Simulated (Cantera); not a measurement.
A closed system holds: 1 mol SiCl4, 1.6 mol Cl2, 0.24 mol H2, held at 652 °C and 100000 Pa.

Cantera equilibrium calculation (NASA polynomials, part measured and part estimated; ideal gas, pure solids and liquids). Candidate condensed phases: Si; 19 gas species. The numbers say what is thermodynamically allowed, not how fast it happens.

Base state: Cl2 0.479, SiCl4 0.352, HCl 0.169, Cl 8.01e-5 (mole fractions); condensed: gas only.

Question: What changes in the equilibrium state with this change: temperature from 652 °C to 1225 °C?

Answer: 
```tsv
species	before	after
Cl2	0.479	0.450
SiCl4	0.352	0.345
HCl	0.169	0.166
Cl	8.01e-5	0.0387
SiCl3	<1e-9	1.54e-5
```
The tables' values for SiCl3 are old estimates; treat these amounts as uncertain.
